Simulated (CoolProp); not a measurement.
Vapour-liquid equilibrium of acetone (1) + n-heptane (2) at 344.8 K; x and y are mole fractions of (1).

Values from CoolProp's multi-fluid Helmholtz-energy mixture model, Lemmon 2006 and Span 2003; pair parameters Bell 2016.

| x | bubble pressure, mixture model (MPa) | bubble pressure, Raoult's law (MPa) | y, mixture model | y, Raoult's law |
|---|---|---|---|---|
| 0.05 | 0.06700 | 0.04919 | 0.379 | 0.171 |
| 0.2 | 0.1148 | 0.06793 | 0.673 | 0.494 |
| 0.35 | 0.1388 | 0.08667 | 0.753 | 0.678 |
| 0.5 | 0.1511 | 0.1054 | 0.792 | 0.796 |
| 0.65 | 0.1588 | 0.1241 | 0.823 | 0.879 |
| 0.8 | 0.1651 | 0.1429 | 0.865 | 0.940 |
| 0.95 | 0.1686 | 0.1616 | 0.950 | 0.987 |

The largest gap from Raoult's law is +69.0 % in bubble pressure, at x = 0.2. No azeotrope shows between x = 0.05 and 0.95.

Pair parameters are fitted to limited data, so mixtures are less certain than the pure fluids. With so large a gap from Raoult's law the liquid may split in two, which this calculation doesn't test in full.
